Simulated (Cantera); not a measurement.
Mixture: C₃H₈ : O₂ : N₂ = 1 : 8.47 : 32.2 (molar parts), at 383 Torr, adiabatic and at constant pressure. Ignition delay is the time to a rise of 400 K.

Computed with Cantera and GRI-Mech 3.0 (53 species, 325 reactions). GRI-Mech 3.0 was tuned for natural gas; its chemistry of propane as a main component is partial and can be far from experiment.

Task: Predict: delay at 1200 K; delay at 1275 K; delay at 1350 K; delay at 1425 K; delay at 1500 K; delay at 1575 K; delay at 1650 K; apparent activation energy between 1500 and 1650 K.

Result: 
- delay at 1200 K = 7.95 ms
- delay at 1275 K = 1.93 ms
- delay at 1350 K = 0.603 ms
- delay at 1425 K = 0.240 ms
- delay at 1500 K = 0.117 ms
- delay at 1575 K = 66.8 µs
- delay at 1650 K = 43.1 µs
- apparent activation energy between 1500 and 1650 K = 140 kJ/mol
